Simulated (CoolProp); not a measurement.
Vapour-liquid equilibrium of R22 (1) + methanol (2) at 266.2 K; x and y are mole fractions of (1).

Computed with CoolProp (multi-fluid Helmholtz-energy mixture model, Kamei 1995 and de Reuck 1993; pair parameters Bell 2016).

```csv
x,bubble pressure (kPa),y at the bubble point,dew pressure at overall composition x (kPa),liquid density (mol/L)
0.05,37.03,0.933,2.720,24.85
0.15,97.14,0.976,3.038,23.67
0.25,147.3,0.985,3.440,22.54
0.35,189.4,0.989,3.965,21.45
0.45,225.2,0.992,4.681,20.42
0.55,256.2,0.993,5.715,19.41
0.65,284.4,0.995,7.336,18.44
0.75,311.8,0.996,10.24,17.48
0.85,340.8,0.997,16.97,16.53
0.95,374.6,0.999,49.40,15.57
```

No azeotrope shows between x = 0.05 and 0.95.

The pair parameters rest on a limited set of measurements; away from them the model extrapolates. With so large a gap from Raoult's law the liquid may split in two, which this calculation doesn't test in full.
